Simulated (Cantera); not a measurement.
A closed system holds: 1 mol SO2, 0.043 mol H2O, 0.61 mol H2, at 0.975 Torr.

Method: chemical equilibrium by Gibbs-energy minimisation in Cantera with the NASA 1993 tables (ideal gas, pure condensed phases). Candidate condensed phases: H2O, H2SO4, S; 19 gas species. Equilibrium is a limit: real reactors are often held back by kinetics, nucleation or transport.

Problem. At 2300 K, list the 5 most abundant gas species with their mole fractions, and the condensed phases.

Solution. SO2 0.364, H2O 0.191, SO 0.167, H2 0.115, H 0.0912. Condensed: gas only.
